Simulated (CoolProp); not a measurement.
A closed Brayton cycle with carbon dioxide: compressor inlet 332.15 K and 8.7 MPa, high pressure 29.4 MPa, turbine inlet 975 K, compressor efficiency 0.8, turbine efficiency 0.9, recuperator effectiveness 0 (on enthalpy, no pinch check). Each further row changes one setting.

The numbers come from the reference Helmholtz-energy equation of state, Span 1996 in CoolProp.

```
case                           thermal efficiency (%)  net work (kJ/kg)  compressor to turbine work  compressor exit (K)  turbine exit (K)
-----------------------------  ----------------------  ----------------  --------------------------  -------------------  ----------------
as stated                                        16.3               115                        0.39                440.6             814.4
turbine inlet 925 K                              16.3               104                        0.42                440.6               [?]
compressor inlet 342.15 K                        15.9               [?]                        0.43                457.9             814.4
high pressure 25 MPa                              [?]               104                        0.37                  [?]               [?]
recuperator effectiveness 0.5                    23.6               115                        0.39                440.6             814.4
```

### Question
Some entries are withheld; supply them.

### Answer

- turbine inlet 925 K, turbine exit (K): 769.8
- compressor inlet 342.15 K, net work (kJ/kg): 107
- high pressure 25 MPa, thermal efficiency (%): 14.5
- high pressure 25 MPa, compressor exit (K): 425.5
- high pressure 25 MPa, turbine exit (K): 834.9
